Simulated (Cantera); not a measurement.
Charge: 1 mol Fe(CO)5, 0.32 mol H2, 0.13 mol O2, held at 1223.15 K and 10000 Pa.

Cantera equilibrium calculation (NASA polynomials, part measured and part estimated; ideal gas, pure solids and liquids). Candidate condensed phases: C, C6H6, C7H8, C8H18, Fe, Fe(CO)5, FeO, Fe(OH)2, Fe(OH)3, Fe2O3, Fe3O4, H2O; 114 gas species. The numbers say what is thermodynamically allowed, not how fast it happens.

Base state: CO 0.895, H2 0.0561, CO2 0.0448, H2O 0.00410 (mole fractions); condensed: Fe(γ).

**Question.** What changes in the equilibrium state with this change: H2 from 0.32 to 99 mol?

**Answer.** 
```json
[
 {"species": "H2", "before": "0.0561", "after": "0.949"},
 {"species": "CO", "before": "0.895", "after": "0.0480"},
 {"species": "H2O", "before": "0.00410", "after": "0.00246"},
 {"species": "CO2", "before": "0.0448", "after": "8.50e-5"},
 {"species": "CH4", "before": "1.03e-7", "after": "4.45e-5"},
 {"species": "Fe(γ), mol", "before": "1.00", "after": "1.00"}
]
```
